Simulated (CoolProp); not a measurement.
The fluid at 317.17 K and 1.56 MPa (gas) is heated at constant pressure to 449.9 K. The same conditions are run with several fluids, on thermodynamics alone (safety and materials aside).

Values from CoolProp's reference Helmholtz-energy equation of state of each fluid (carbon dioxide: Span 1996; ethane: Bücker 2006; nitrous oxide: Lemmon 2006; R13: Platzer 1990). The equations of Platzer and Polt are older, rougher fits.

### Question
Rank carbon dioxide, ethane, nitrous oxide, R13 by heat (kJ/kg), highest first.

### Answer
ethane (294), nitrous oxide (134), carbon dioxide (130), R13 (103)

```csv
fluid,final density (kg/m³)
carbon dioxide,18.7
ethane,12.9
nitrous oxide,18.7
R13,45.0
```
